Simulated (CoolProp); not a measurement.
A closed Brayton cycle with dry air: compressor inlet 313.15 K and 6.4 MPa, high pressure 18.7 MPa, turbine inlet 745 K, compressor efficiency 0.89, turbine efficiency 0.93, recuperator effectiveness 0.8 (on enthalpy, no pinch check). Each further row changes one setting.

Values from CoolProp's reference Helmholtz-energy equation of state, Lemmon 2000. It is a pseudo-pure fit of the blend.

| case | thermal efficiency (%) | net work (kJ/kg) | compressor to turbine work | compressor exit (K) | turbine exit (K) |
|---|---|---|---|---|---|
| as stated | (withheld) | 62.5 | 0.68 | 441.1 | 569.9 |
| turbine inlet 695 K | 24.1 | 49.4 | 0.73 | 441.1 | (withheld) |
| compressor inlet 323.15 K | 26.0 | (withheld) | (withheld) | 454.9 | 569.9 |
| high pressure 15.9 MPa | 28.2 | 59.3 | 0.65 | 419.2 | 593.7 |
| recuperator effectiveness 0.5 | (withheld) | 62.5 | 0.68 | 441.1 | 569.9 |

### Question
Complete the blanks.

### Answer

- as stated, thermal efficiency (%): 27.6
- turbine inlet 695 K, turbine exit (K): 529.9
- compressor inlet 323.15 K, net work (kJ/kg): 58.0
- compressor inlet 323.15 K, compressor to turbine work: 0.70
- recuperator effectiveness 0.5, thermal efficiency (%): 23.4
